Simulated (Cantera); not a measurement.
Input: 1 mol PbO, 1.9 mol CO, 2 mol N₂.

Equilibrium computed with Cantera from the NASA thermochemical tables; the gas is ideal and each condensed phase is pure. Candidate condensed phases: C, Pb, PbO, PbO₂, Pb₃O₄; 27 gas species. Rates play no part.

Stable condensed phases, one row left out:

```
T in K \ P in Pa
              10      68     460    3200   22000  150000 1000000
   2325        A       A       A       A       A       A       A
   2225        A       A       A       A       A       A       A
   2125        A       A       A       A       A       A       B
   2025        A       A       A       A       A       A       B
   1925        A       A       A       A       A       A       B
   1825        A       A       A       A       A       A       B
   1725        A       A       A       A       A       B       B
   1625        A       A       A       A       A       B       B
   1525        A       A       A       A       B       B       B
   1425        A       A       A       A       B       B       B
   1325        A       A       A       B       B       B       B
   1125        A       A       B       B       B       B       B
```

A: gas only; B: Pb.

Q: Give the row for 1225 K.

A: 10: gas only; 68: gas only; 460: Pb; 3200: Pb; 22000: Pb; 150000: Pb; 1000000: Pb.
